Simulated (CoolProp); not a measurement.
Ethylene at 298.15 K and 0.291 MPa is throttled through a valve to 0.114 MPa with no heat exchange. Each further row changes one setting.

Model: reference Helmholtz-energy equation of state, Smukala 2000, in CoolProp.

| case | temperature change (K) | final density (kg/m³) |
|---|---|---|
| as stated | ___ | ___ |
| outlet pressure 0.0342 MPa | ___ | ___ |
| outlet pressure 0.148 MPa | ___ | ___ |

Question: Fill in the missing entries.

Answer: 
- as stated, temperature change (K): -1.8
- as stated, final density (kg/m³): 1.31
- outlet pressure 0.0342 MPa, temperature change (K): -2.6
- outlet pressure 0.0342 MPa, final density (kg/m³): 0.391
- outlet pressure 0.148 MPa, temperature change (K): -1.5
- outlet pressure 0.148 MPa, final density (kg/m³): 1.70
